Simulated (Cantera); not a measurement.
Input: 1 mol SiH2Cl2, 7.7 mol N2, equilibrated at 0.00970 bar.

These are equilibrium values from Cantera (NASA tables, ideal gas, pure condensed phases), not measurements of a reactor. Candidate condensed phases: NH4Cl, Si, Si3N4; 28 gas species. The tables' values for SiCl3, SiCl, SiN are old estimates; treat these amounts as uncertain. Rates play no part.

log p: log10 of the partial pressure in bar; n: condensed amount in mol.

```tsv
T (K)	log p N2	log p HCl	log p H2	log p SiCl2	n Si3N4(s)	n Si(l)
1625	-2.12	-3.09	-3.21	-3.24	___	0
1650	-2.12	-3.12	-3.19	-3.21	___	0
1675	-2.12	-3.16	-3.17	-3.18	___	0
1700	-2.12	-3.20	-3.15	-3.16	___	0
1725	-2.12	-3.24	-3.14	-3.15	___	0
1750	-2.12	-3.29	-3.12	-3.13	___	0
1775	-2.12	-3.33	-3.11	-3.12	___	0
1800	-2.11	-3.36	-3.11	-3.12	___	0.219
```

Q: What belongs in the gaps?

A: 
- 1625, n Si3N4(s): 0.137
- 1650, n Si3N4(s): 0.126
- 1675, n Si3N4(s): 0.115
- 1700, n Si3N4(s): 0.105
- 1725, n Si3N4(s): 0.0951
- 1750, n Si3N4(s): 0.0863
- 1775, n Si3N4(s): 0.0780
- 1800, n Si3N4(s): 0
